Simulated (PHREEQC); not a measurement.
# Brine: speciation

Solution (74 °C): 1.6 mol/kgw KCl, 0.07 mol/kgw MgSO4 and 0.00023 mol/kgw H4SiO4. Closed to the air; pH follows from the charge balance.

All values are PHREEQC results (Pitzer model, pitzer.dat), not measurements.

Each row changes one thing in this solution. No solid was allowed to form.

```
case                                      pH  HSO4- (mol/kgw)  MgOH+ (mol/kgw)  H3SiO4- (mol/kgw)  SI of Arcanite (K2SO4)  SI of SiO2(a) (SiO2)
--------------------------------------  ----  ---------------  ---------------  -----------------  ----------------------  --------------------
as made                                 6.21          1.59e-6          1.22e-6            5.97e-7                   -1.15                 -1.25
temperature from 74 to 25 °C            6.55          1.70e-7          8.68e-8            3.34e-7                   -0.72                 -0.90
temperature from 74 to 65 °C            6.27          1.08e-6          8.03e-7            5.56e-7                   -1.08                 -1.19
H4SiO4 from 0.00023 to 0.00115 mol/kgw  6.06          2.25e-6          8.62e-7            2.11e-6                   -1.15                 -0.55
```

In brines, pH and single-ion activities rest on the MacInnes convention. Away from 25 °C the constants follow the database's enthalpies or fits; those with neither stay at their 25 °C values.
